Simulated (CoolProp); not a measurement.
The fluid at 424.36 K and 0.228 MPa is compressed adiabatically to 0.928 MPa with isentropic efficiency 1. The same conditions are run with several fluids, on thermodynamics alone (safety and materials aside).

Model: reference Helmholtz-energy equation of state of each fluid (dimethyl carbonate: Zhou 2011; R113: Marx 1992; n-heptane: Span 2003), in CoolProp.

Problem. Rank dimethyl carbonate, R113, n-heptane by work (kJ/kg), highest first.

Solution. dimethyl carbonate (53.3), n-heptane (42.6), R113 (25.7)

```tsv
fluid	final temperature (K)	final phase	final density (kg/m³)
dimethyl carbonate	467.1	gas	24.7
R113	465.3	gas	50.9
n-heptane	470.0	two-phase, vapour fraction 0.840	37.3
```
